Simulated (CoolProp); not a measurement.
Model: reference Helmholtz-energy equation of state, Lemmon 2006, in CoolProp. It is a short technical equation, of lower accuracy than the large ones.

Question: Give the vapour pressure (kPa), vapour density (kg/m³), surface tension (mN/m), liquid conductivity (mW/(m K)) of saturated C3F8 (R218) at 156.1, 163.3, 192.2 K.

Answer: 
```
T (K)  p (kPa)  vapour density (kg/m³)  surface tension (mN/m)  liquid conductivity (mW/(m K))
-----  -------  ----------------------  ----------------------  ------------------------------
156.1    0.253                  0.0366                    20.7                            80.9
163.3    0.580                  0.0804                    19.7                            79.6
192.2     7.84                   0.931                    16.0                            73.3
```

Thermal conductivity comes from a separate model (Huber 2003), an estimate that may be off by 10 % or more. Surface tension comes from a separate correlation (Mulero 2012).
